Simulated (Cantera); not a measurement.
What does this Cantera script print?

```python
import numpy as np
import cantera as ct

gas = ct.Solution("h2o2.yaml")
gas.TPX = 1225, 1333, {'H2': 0.067, 'O2': 1}
reactor = ct.IdealGasConstPressureReactor(gas, energy="off", clone=False)
net = ct.ReactorNet([reactor])
net.rtol, net.atol = 1e-08, 1e-18
show = ['H2', 'O2', 'HO2', 'O', 'OH', 'H2O2', 'H2O']
times = np.geomspace(0.0001, 10, 13)

steps = ct.SolutionArray(gas, extra=["t"])
rows = []
print(f"{'t/s':>10s}{'T/K':>9s}{'P/Pa':>11s}" + "".join(f"{s:>11s}" for s in show))
for t in times:
    while net.time < t:
        t_next = net.step()
        steps.append(gas.state, t=t_next)
    rows.append([np.interp(t, steps.t, y) for y in (steps.T, steps.P, *steps(*show).X.T)])
    print(f"{t:10.3e}{rows[-1][0]:9.1f}{rows[-1][1]:11.4g}" + "".join(f"{x:11.3e}" for x in rows[-1][2:]))
rate = np.gradient(steps.T, steps.t)
print("integrator steps:", len(steps.t))
if steps.T.max() > steps.T[0] + 200:
    print(f"time of steepest temperature rise: {steps.t[rate.argmax()]:.4e} s")
gas.TPX = 1225, 1333, {'H2': 0.067, 'O2': 1}
gas.equilibrate("TP")
print(f"equilibrium (TP): T = {gas.T:.1f} K  " + "  ".join(f"{s} {gas[s].X[0]:.3e}" for s in show))
```

Result:

```
       t/s      T/K       P/Pa         H2         O2        HO2          O         OH       H2O2        H2O
 1.000e-04   1225.0       1333  6.279e-02  9.372e-01  8.601e-09  6.402e-09  5.033e-09  2.699e-12  3.807e-09
 2.610e-04   1225.0       1333  6.279e-02  9.372e-01  2.254e-08  4.860e-08  3.375e-08  1.832e-11  5.594e-08
 6.813e-04   1225.0       1333  6.279e-02  9.372e-01  6.528e-08  2.113e-06  1.420e-06  1.274e-10  3.232e-06
 1.778e-03   1225.0       1333  3.723e-02  9.189e-01  3.398e-06  1.172e-02  5.967e-03  2.025e-07  1.901e-02
 4.642e-03   1225.0       1333  1.233e-03  8.916e-01  3.801e-06  3.801e-02  4.393e-03  1.020e-07  5.440e-02
 1.212e-02   1225.0       1333  1.014e-03  9.001e-01  3.675e-06  3.073e-02  4.003e-03  1.045e-07  5.659e-02
 3.162e-02   1225.0       1333  6.342e-04  9.142e-01  3.275e-06  1.847e-02  3.183e-03  1.062e-07  5.999e-02
 8.254e-02   1225.0       1333  2.350e-04  9.275e-01  2.295e-06  6.646e-03  1.946e-03  9.319e-08  6.294e-02
 2.154e-01   1225.0       1333  5.119e-05  9.333e-01  1.048e-06  1.435e-03  9.116e-04  5.894e-08  6.422e-02
 5.623e-01   1225.0       1333  9.120e-06  9.347e-01  3.211e-07  2.563e-04  3.867e-04  2.702e-08  6.461e-02
 1.468e+00   1225.0       1333  1.772e-06  9.350e-01  8.497e-08  5.009e-05  1.712e-04  1.041e-08  6.474e-02
 3.831e+00   1225.0       1333  4.140e-07  9.351e-01  2.526e-08  1.177e-05  8.305e-05  3.777e-09  6.478e-02
 1.000e+01   1225.0       1333  1.149e-07  9.351e-01  1.157e-08  3.282e-06  4.387e-05  1.372e-09  6.481e-02
integrator steps: 1767
equilibrium (TP): T = 1225.0 K  H2 1.236e-08  O2 9.352e-01  HO2 1.477e-08  O 3.548e-07  OH 1.442e-05  H2O2 2.159e-10  H2O 6.482e-02
```

Cantera simulation using the H2/O2 subset of GRI-Mech 3.0, which has no nitrogen chemistry; the numbers are that mechanism's predictions, not measurements. Radical loss at walls, strong at low pressure, is not modelled. The temperature is held fixed by assumption; the heat of reaction is taken as removed at once.
